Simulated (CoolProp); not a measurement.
C3F8 (R218) at 293.15 K and 0.493 MPa flows at 0.063 m/s in a round tube of 50 mm bore and 45 µm roughness, fully developed (64/Re and Nu = 3.66 if laminar; Colebrook and Gnielinski if turbulent). Each further row changes one setting.

Values from CoolProp's reference Helmholtz-energy equation of state, Lemmon 2006. It is a short technical equation, of lower accuracy than the large ones.

```
case                Reynolds number  Darcy friction factor  pressure drop (Pa/m)  heat-transfer coefficient (W/(m² K))  mass flow (kg/h)
------------------  ---------------  ---------------------  --------------------  ------------------------------------  ----------------
as stated                     11500                 0.0312                0.0538                                  9.14              19.3
velocity 0.126 m/s            22900                 0.0270                 0.186                                  16.5              38.7
diameter 100 mm               22900                 0.0261                0.0225                                  7.92              77.3
```

Viscosity comes from a separate model (Huber 2003), an estimate that may be off by 10 % or more. Thermal conductivity comes from a separate model (Huber 2003), an estimate that may be off by 10 % or more.
